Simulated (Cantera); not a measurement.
Premixed flame

A freely propagating, adiabatic, planar premixed flame of H2 : O2 : N2 = 1 : 0.2 : 0.52 (molar parts), equivalence ratio 2.5, unburnt at 300 K and 0.987 atm; mixture-averaged transport, grid criteria slope 0.08 and curve 0.16, no radiation.

Cantera simulation using the H2/O2 subset of GRI-Mech 3.0, which has no nitrogen chemistry; the numbers are that mechanism's predictions, not measurements. Burning velocities carry a grid error of a few per cent, more on coarse grids.

```csv
z (mm),T (K),u (m/s),x H2,x O2,x H2O,x H2O2,x HO2,x O
-1.00,300,3.58,0.581,0.116,<1e-8,<1e-8,<1e-8,<1e-8
-0.669,300,3.58,0.581,0.116,<1e-8,<1e-8,<1e-8,<1e-8
-0.501,300,3.58,0.581,0.116,<1e-8,<1e-8,<1e-8,<1e-8
-0.334,300,3.58,0.581,0.116,2.64e-7,<1e-8,6.04e-8,<1e-8
-0.167,323,3.83,0.578,0.117,0.000289,8.11e-6,7.69e-5,1.23e-6
-0.0836,596,6.83,0.549,0.113,0.0185,0.000102,0.000361,0.000121
0,1019,11.3,0.479,0.0890,0.0786,1.61e-5,0.000117,0.00108
0.0836,1324,14.6,0.398,0.0428,0.168,1.08e-6,4.66e-5,0.00227
0.167,1481,16.3,0.355,0.0127,0.225,4.75e-7,1.32e-5,0.00137
0.334,1606,17.6,0.344,0.000954,0.249,2.46e-7,9.31e-7,0.000457
0.669,1717,18.7,0.353,0.000109,0.253,1.62e-7,1.19e-7,0.000310
1.34,1823,19.7,0.363,6.34e-5,0.255,9.16e-8,7.40e-8,0.000204
2.67,1914,20.5,0.373,3.42e-5,0.257,4.61e-8,4.37e-8,0.000112
```
x: mole fraction of selected species; z is measured from the peak of heat release.

The laminar burning velocity is 358 cm/s, the thermal thickness comes out as 0.334 mm and the peak x(H2O2) comes out as 0.000103. The peak x(HO2) comes out as 0.000508 and the peak x(O) is 0.00227. The grid points is 127.
